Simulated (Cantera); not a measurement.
Mixture: CO : H2 : O2 : N2 = 1 : 0.081 : 0.338 : 2.26 (molar parts), equivalence ratio 1.6, at 760 Torr, adiabatic and at constant volume. Ignition delay is the time to a rise of 400 K.

Model: GRI-Mech 3.0 (53 species, 325 reactions), integrated in Cantera. Where the delays flatten at high temperature, the 400 K rule measures the pace of heat release, not the induction time.

Q: Predict: delay at 1225 K; delay at 1325 K; delay at 1425 K; delay at 1525 K.

A: 
```
Property           Result
---------------  --------
delay at 1225 K  0.141 ms
delay at 1325 K  0.104 ms
delay at 1425 K   87.0 µs
delay at 1525 K   79.9 µs
```
